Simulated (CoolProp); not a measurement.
The numbers come from the reference Helmholtz-energy equation of state, Thol 2014 in CoolProp.

Task: For diethyl ether, give the phase and the Z, cv (kJ/(kg K)) at 63.15 °C and 372 bar.

Result: 
- 63.15 °C and 372 bar: liquid; Z 1.38, cv 1.82
